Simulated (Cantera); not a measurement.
An isothermal, constant-pressure homogeneous reactor starts with 5.75 % H2, 16.0 % O2, 78.3 % N2, equivalence ratio 0.18, at 1175 K and 5.70 Torr.

Cantera simulation using the H2/O2 subset of GRI-Mech 3.0, which has no nitrogen chemistry; the numbers are that mechanism's predictions, not measurements. Radical loss at walls, strong at low pressure, is not modelled. The temperature is held fixed by assumption; the heat of reaction is taken as removed at once.

x: mole fraction; the columns are a selection and need not sum to one.

```
t (s)         x H2   x O2      x OH       x O     x HO2
--------  --------  -----  --------  --------  --------
0.000200    0.0575  0.160  7.20e-11  9.31e-11  5.93e-10
0.000522    0.0575  0.160  3.48e-10  5.45e-10   1.55e-9
0.00136     0.0575  0.160   2.54e-9   4.44e-9   4.05e-9
0.00356     0.0575  0.160   1.30e-7   2.32e-7   1.16e-8
0.00928          ?  0.152         ?         ?         ?
0.0242     0.00298  0.129   0.00224    0.0172   5.43e-7
0.0632     0.00273  0.130   0.00215    0.0150   5.49e-7
0.165      0.00211  0.131   0.00190    0.0106   5.55e-7
0.431            ?  0.133         ?         ?   5.28e-7
1.12      0.000225  0.134  0.000623  0.000989   3.70e-7
2.94       2.93e-5  0.135  0.000225  0.000128   1.31e-7
7.66       4.54e-6  0.135   8.88e-5   1.99e-5   3.06e-8
20.0       9.82e-7  0.135   4.15e-5   4.34e-6   7.86e-9
```

Task: Fill in the missing entries.

Result: 
- 0.00928, x H2: 0.0433
- 0.00928, x OH: 0.00155
- 0.00928, x O: 0.00316
- 0.00928, x HO2: 4.93e-7
- 0.431, x H2: 0.00103
- 0.431, x OH: 0.00133
- 0.431, x O: 0.00473
